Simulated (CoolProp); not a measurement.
Vapour pressure (MPa) of the fluoroketone C6F12O (FK-5-1-12): the reference equation beside estimates from Tc = 168.7 °C, pc = 1.869 MPa, ω = 0.471. Clausius-Clapeyron is anchored at 95.25 °C with a constant enthalpy of vaporisation of 22.85 kJ/mol.

Values from CoolProp's reference Helmholtz-energy equation of state, McLinden 2015.

| T (°C) | reference | Lee-Kesler | Clausius-Clapeyron | van der Waals | Redlich-Kwong | Soave-Redlich-Kwong | Peng-Robinson |
|---|---|---|---|---|---|---|---|
| 69.35 | 0.1949 | 0.1951 | 0.2261 | 0.6185 | 0.3659 | 0.1958 | 0.1944 |
| 82.35 | 0.2829 | 0.2830 | 0.3031 | 0.7359 | 0.4789 | 0.2851 | 0.2821 |
| 95.25 | 0.3973 | 0.3972 | 0.3973 | 0.8655 | 0.6128 | 0.4015 | 0.3968 |
| 108.25 | 0.5452 | 0.5446 | 0.5124 | 1.010 | 0.7713 | 0.5523 | 0.5456 |
| 121.25 | 0.7314 | 0.7305 | 0.6497 | 1.168 | 0.9554 | 0.7424 | 0.7338 |
| 134.25 | 0.9627 | 0.9619 | 0.8115 | 1.340 | 1.167 | 0.9779 | 0.9681 |
| 147.15 | 1.245 | 1.245 | 0.9981 | 1.526 | 1.405 | 1.263 | 1.254 |
| 160.15 | 1.594 | 1.597 | 1.214 | 1.728 | 1.675 | 1.608 | 1.603 |

Absolute difference from the reference over all 8 rows, mean and median: Lee-Kesler 0.1 and 0.1 %, Clausius-Clapeyron 12.5 and 13.4 %, van der Waals 88.8 and 72.5 %, Redlich-Kwong 40.3 and 36.0 %, Soave-Redlich-Kwong 1.1 and 1.2 %, Peng-Robinson 0.4 and 0.3 %.
